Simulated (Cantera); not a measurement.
**Al(CH3)3 + N2 (aluminium nitride and oxide growth)**

Charge: 1 mol Al(CH3)3, a varied amount of N2, at 950 K and 75.0 Torr.

Cantera equilibrium calculation (NASA polynomials, part measured and part estimated; ideal gas, pure solids and liquids). Candidate condensed phases: Al, AlN, C, C6H6, C7H8, C8H18; 97 gas species. The feed counts by its element totals alone. Kinetics and transport are ignored.

```csv
n(N2) (mol),x H2,x N2,x CH4,x NH3,x HCN,x C2H4,x C2H6,x CH3CN,n AlN(s),n C(graphite)
0.95,0.894,0.0921,0.0134,2.12e-5,6.41e-7,3.71e-8,2.23e-8,1.86e-9,1.00,2.93
1.3,0.836,0.153,0.0117,2.46e-5,7.97e-7,3.24e-8,1.82e-8,2.17e-9,1.00,2.94
1.7,0.777,0.213,0.0101,2.61e-5,9.08e-7,2.80e-8,1.47e-8,2.29e-9,1.00,2.94
2.3,0.704,0.288,0.00830,2.61e-5,1.01e-6,2.30e-8,1.09e-8,2.30e-9,1.00,2.95
3.2,0.616,0.377,0.00636,2.45e-5,1.08e-6,1.76e-8,7.31e-9,2.16e-9,1.00,2.95
4.3,0.535,0.460,0.00480,2.19e-5,1.11e-6,1.33e-8,4.79e-9,1.93e-9,1.00,2.96
5.8,0.454,0.543,0.00345,1.86e-5,1.11e-6,9.55e-9,2.92e-9,1.64e-9,1.00,2.97
7.8,0.377,0.620,0.00239,1.51e-5,1.08e-6,6.61e-9,1.68e-9,1.33e-9,1.00,2.97
```
x: gas mole fraction; n: condensed amount in mol.

From 0.95 mol N2 to 7.8 mol N2 the condensed part is AlN(s) + C(graphite).
